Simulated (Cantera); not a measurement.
**Hydrocarbon pyrolysis for carbon deposition**

An isothermal, constant-pressure homogeneous reactor starts with 4.55 % CH₄, 95.5 % H₂, at 1823 K and 1.00 bar.

Computed with Cantera and GRI-Mech 3.0 (53 species, 325 reactions). GRI-Mech 3.0 stops at C3 and has no aromatics, soot or wall deposition, so with more carbon than oxygen in the feed, carbon stays in small species such as C2H2 where larger ones or solid carbon would form.

```json
[
 {"t (s)": "2.00e-6", "x CH₄": "0.0454", "x H₂": "0.955", "x CH₂": "6.17e-11", "x C₂H₄": "1.33e-10", "x C₂H₆": "3.81e-10"},
 {"t (s)": "7.46e-6", "x CH₄": "0.0454", "x H₂": "0.955", "x CH₂": "1.13e-9", "x C₂H₄": "8.95e-9", "x C₂H₆": "1.86e-8"},
 {"t (s)": "2.78e-5", "x CH₄": "0.0453", "x H₂": "0.954", "x CH₂": "1.58e-8", "x C₂H₄": "5.14e-7", "x C₂H₆": "6.80e-7"},
 {"t (s)": "0.000104", "x CH₄": "0.0451", "x H₂": "0.954", "x CH₂": "1.17e-7", "x C₂H₄": "2.15e-5", "x C₂H₆": "7.61e-6"},
 {"t (s)": "0.000386", "x CH₄": "0.0445", "x H₂": "0.954", "x CH₂": "1.72e-7", "x C₂H₄": "0.000115", "x C₂H₆": "1.12e-5"},
 {"t (s)": "0.00144", "x CH₄": "0.0425", "x H₂": "0.956", "x CH₂": "1.65e-7", "x C₂H₄": "0.000136", "x C₂H₆": "1.02e-5"},
 {"t (s)": "0.00537", "x CH₄": "0.0364", "x H₂": "0.959", "x CH₂": "1.44e-7", "x C₂H₄": "0.000161", "x C₂H₆": "7.59e-6"},
 {"t (s)": "0.0200", "x CH₄": "0.0238", "x H₂": "0.965", "x CH₂": "9.84e-8", "x C₂H₄": "0.000228", "x C₂H₆": "3.37e-6"},
 {"t (s)": "0.0746", "x CH₄": "0.0111", "x H₂": "0.972", "x CH₂": "4.86e-8", "x C₂H₄": "0.000316", "x C₂H₆": "8.69e-7"},
 {"t (s)": "0.278", "x CH₄": "0.00654", "x H₂": "0.974", "x CH₂": "2.94e-8", "x C₂H₄": "0.000353", "x C₂H₆": "4.11e-7"},
 {"t (s)": "1.04", "x CH₄": "0.00635", "x H₂": "0.974", "x CH₂": "2.86e-8", "x C₂H₄": "0.000354", "x C₂H₆": "3.97e-7"},
 {"t (s)": "3.86", "x CH₄": "0.00635", "x H₂": "0.974", "x CH₂": "2.86e-8", "x C₂H₄": "0.000354", "x C₂H₆": "3.97e-7"},
 {"t (s)": "14.4", "x CH₄": "0.00635", "x H₂": "0.974", "x CH₂": "2.86e-8", "x C₂H₄": "0.000354", "x C₂H₆": "3.97e-7"},
 {"t (s)": "53.7", "x CH₄": "0.00635", "x H₂": "0.974", "x CH₂": "2.86e-8", "x C₂H₄": "0.000354", "x C₂H₆": "3.97e-7"},
 {"t (s)": "200", "x CH₄": "0.00635", "x H₂": "0.974", "x CH₂": "2.86e-8", "x C₂H₄": "0.000354", "x C₂H₆": "3.97e-7"}
]
```
x: mole fraction; the columns are a selection and need not sum to one.

Equilibrium at this temperature and pressure: CH₄ 0.00635, H₂ 0.974, CH₂ 2.86e-8, C₂H₄ 0.000354, C₂H₆ 3.97e-7 (gas phase only).
